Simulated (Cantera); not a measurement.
What does this Cantera script print?

```python
import numpy as np
import cantera as ct

gas_names = """
    Fe FeO Fe(OH)2 H HO2 H2 H2O H2O2 O OH O2 O3
""".split()
cond_names = """
    Fe(a) Fe(c) Fe(d) Fe(L) FeO(s) FeO(L) Fe(OH)2(s) Fe(OH)3(s) Fe2O3(s) Fe3O4(s) H2O(s) H2O(L)
""".split()


# ... load() reads the species with a 1 bar reference pressure and builds the phases ...
atoms = {
    'Fe3O4': {'Fe': 3, 'O': 4},
    'H2': {'H': 2},
    'H2O': {'H': 2, 'O': 1},
}
top_T = {'Fe2O3(s)': 1830, 'Fe3O4(s)': 1870}  # K; cautious upper limits of use, not melting points


# ... equilibrate(T, P, feed) seeds the gas with the atoms and calls Mixture.equilibrate('TP', solver="vcs", rtol=1e-11, max_steps=5000) ...
results = []
feed = {'Fe3O4': 1, 'H2': 6.7, 'H2O': 0.45}  # mol
P = 10000  # Pa
for T in [1048, 1148, 1248, 1348, 1448, 1548, 1648, 1748, 1848]:
    mix = equilibrate(T, P, feed)
    results.append((T, P, feed, dict(zip(mix.species_names, mix.species_moles))))
    x = sorted(zip(gas.X, gas.species_names), reverse=True)
    print(f"T = {T:g} K  P = {P:g} Pa  gas = {mix.phase_moles(0):.4g} mol")
    print("   x: " + "  ".join(f"{s} {v:.3e}" for v, s in x if v > 1e-06))
    print("   condensed (mol): " + ("  ".join(f"{mix.phase(i).name} {mix.phase_moles(i):.4g}"
          for i in range(1, mix.n_phases) if mix.phase_moles(i) > 1e-12) or "none"))
```

It prints:

```
T = 1048 K  P = 10000 Pa  gas = 7.15 mol
   x: H2 7.972e-01  H2O 2.028e-01
   condensed (mol): FeO(s) 3
T = 1148 K  P = 10000 Pa  gas = 7.15 mol
   x: H2 7.972e-01  H2O 2.028e-01
   condensed (mol): FeO(s) 3
T = 1248 K  P = 10000 Pa  gas = 7.15 mol
   x: H2 7.682e-01  H2O 2.318e-01  H 1.294e-06
   condensed (mol): Fe(c) 0.2075  FeO(s) 2.793
T = 1348 K  P = 10000 Pa  gas = 7.15 mol
   x: H2 7.402e-01  H2O 2.598e-01  H 6.295e-06
   condensed (mol): Fe(c) 0.4074  FeO(s) 2.593
T = 1448 K  P = 10000 Pa  gas = 7.15 mol
   x: H2 7.161e-01  H2O 2.839e-01  H 2.466e-05  Fe(OH)2 2.636e-06
   condensed (mol): Fe(c) 0.5799  FeO(s) 2.42
T = 1548 K  P = 10000 Pa  gas = 7.15 mol
   x: H2 6.954e-01  H2O 3.045e-01  H 8.120e-05  Fe(OH)2 7.386e-06  Fe 4.028e-06  OH 1.188e-06
   condensed (mol): Fe(c) 0.7276  FeO(s) 2.272
T = 1648 K  P = 10000 Pa  gas = 7.151 mol
   x: H2 6.776e-01  H2O 3.221e-01  H 2.318e-04  Fe 2.609e-05  Fe(OH)2 1.810e-05  OH 4.951e-06
   condensed (mol): Fe(c) 0.8534  FeO(s) 2.146
T = 1748 K  P = 10000 Pa  gas = 7.153 mol
   x: H2 6.833e-01  H2O 3.160e-01  H 5.972e-04  Fe 1.351e-04  Fe(OH)2 3.371e-05  OH 1.611e-05
   condensed (mol): Fe(d) 0.8095  FeO(L) 2.189
T = 1848 K  P = 10000 Pa  gas = 7.159 mol
   x: H2 6.846e-01  H2O 3.133e-01  H 1.387e-03  Fe 5.700e-04  Fe(OH)2 5.884e-05  OH 4.671e-05  FeO 3.502e-06
   condensed (mol): Fe(L) 0.79  FeO(L) 2.206
```

Method: chemical equilibrium by Gibbs-energy minimisation in Cantera with the NASA 1993 tables (ideal gas, pure condensed phases). Each liquid is taken as pure. Mutual solubility and eutectic melting of coexisting phases are not modelled. The tables' stoichiometric FeO is somewhat more stable than real wüstite, so its field is too wide. FeO: taken at fixed stoichiometry.
